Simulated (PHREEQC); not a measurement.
Alkaline etch or developer: speciation

Dissolve 0.07 mol/kgw CsOH, 0.00017 mol/kgw K2SiO3 and 0.002 mol/kgw K3PO4 at 25 °C. Closed to the air; pH follows from the charge balance.

Equilibrium calculation in PHREEQC: ion-association model, wateq4f.dat.

- pH: 12.74
- ionic strength: 0.0819 mol/kgw
- total alkalinity: 74.3 meq/kg

```tsv
species	molality	activity	log γ
OH-	0.0703	0.0546	-0.110
Cs+	0.0700	0.0555	-0.101
K+	0.00634	0.00494	-0.109
PO4-3	0.00177	0.000226	-0.894
HPO4-2	0.000229	9.17e-5	-0.397
H3SiO4-	9.93e-5	7.78e-5	-0.106
H2SiO4-2	7.06e-5	2.89e-5	-0.387
```

No solid was allowed to form. Complexes and solids missing from the database can't appear. H3PO4, which wateq4f.dat lacks, is added to it with the constant of phreeqc.dat.
